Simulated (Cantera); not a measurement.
A closed system holds: 1 mol SiHCl3, 5.3 mol NH3, a varied amount of N2, at 1.20 mbar.

Equilibrium computed with Cantera from the NASA thermochemical tables; the gas is ideal and each condensed phase is pure. Candidate condensed phases: NH4Cl, Si, Si3N4; 28 gas species. The tables' values for SiCl3 are old estimates. Kinetics and transport are ignored.

Problem. What condenses at these points (T in °C, n(N2) in mol): (1175, 58); (1625, 41); (1475, 41); (1250, 7.4); (1625, 15); (1325, 58)?

Solution. 
```tsv
T (°C)	n(N2) in mol	condensed phases	Si condensed (%)
1175	58	Si3N4	81.0
1625	41	gas only	0.0
1475	41	Si	10.9
1250	7.4	Si3N4	53.0
1625	15	gas only	0.0
1325	58	Si3N4	38.4
```
